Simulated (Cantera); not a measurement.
What does this Cantera script print?

```python
import numpy as np
import cantera as ct

gas_names = [...]  # 95 gases of nasa_gas.yaml made of C, F, H
cond_names = """
    C(gr) C6H6(L) C7H8(L) C8H18(L),n-octa
""".split()


# ... load() reads the species with a 1 bar reference pressure and builds the phases ...
atoms = {
    'CH2F2': {'C': 1, 'H': 2, 'F': 2},
    'H2': {'H': 2},
}
top_T = {'C(gr)': 4500}  # K; cautious upper limits of use, not melting points


# ... equilibrate(T, P, feed) seeds the gas with the atoms and calls Mixture.equilibrate('TP', solver="vcs", rtol=1e-11, max_steps=5000) ...
results = []
feed = {'CH2F2': 1, 'H2': 0.15}  # mol
T = 3398.15  # K
P = 1.6  # Pa
mix = equilibrate(T, P, feed)
results.append((T, P, feed, dict(zip(mix.species_names, mix.species_moles))))
x = sorted(zip(gas.X, gas.species_names), reverse=True)
print(f"T = {T:g} K  P = {P:g} Pa  gas = {mix.phase_moles(0):.4g} mol")
print("   x: " + "  ".join(f"{s} {v:.3e}" for v, s in x if v > 1e-05))
print("   condensed (mol): " + ("  ".join(f"{mix.phase(i).name} {mix.phase_moles(i):.4g}"
      for i in range(1, mix.n_phases) if mix.phase_moles(i) > 1e-12) or "none"))
```

It prints:

```
T = 3398.15 K  P = 1.6 Pa  gas = 5.291 mol
   x: H 4.336e-01  F 3.768e-01  C 1.880e-01  HF 1.029e-03  C2 3.942e-04  CF 1.886e-04  H2 1.388e-05
   condensed (mol): none
```

These are equilibrium values from Cantera (NASA tables, ideal gas, pure condensed phases), not measurements of a reactor.
